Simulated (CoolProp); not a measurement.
Vapour-liquid equilibrium of isobutane (1) + isobutene (2) at -45.55 °C; x and y are mole fractions of (1).

Model: multi-fluid Helmholtz-energy mixture model, Bücker 2006 and Lemmon 2005; pair parameters Bell 2016, in CoolProp.

Give the bubble pressure and the first vapour's composition at x = 0.45, 0.55, 0.75. Is there an azeotrope?

x = 0.45: 19.22 kPa, y = 0.515; x = 0.55: 19.69 kPa, y = 0.609; x = 0.75: 20.54 kPa, y = 0.787. No azeotrope shows between x = 0.05 and 0.95.

The pair parameters rest on a limited set of measurements; away from them the model extrapolates.
